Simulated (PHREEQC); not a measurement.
Make-up at 25 °C: 0.0088 mol/kgw CaCl2, 0.007 mol/kgw Na2SO4 and 4e-05 mol/kgw H4SiO4. Closed to the air; pH follows from the charge balance.

All values are PHREEQC results (ion-association model, phreeqc.dat), not measurements.

The pH is 6.93, the ionic strength comes out as 0.0406 mol/kgw and the specific conductance comes out as 3100 µS/cm.

| species | molality | activity | log γ |
|---|---|---|---|
| Cl- | 0.0176 | 0.0146 | -0.082 |
| Na+ | 0.0138 | 0.0116 | -0.078 |
| Ca+2 | 0.00719 | 0.00359 | -0.302 |
| SO4-2 | 0.00521 | 0.00255 | -0.310 |
| CaSO4 | 0.00161 | 0.00163 | 0.004 |
| NaSO4- | 0.000176 | 0.000148 | -0.076 |
| H4SiO4 | 3.99e-5 | 4.03e-5 | 0.004 |

No solid was allowed to form. Species that the database lacks are ignored.
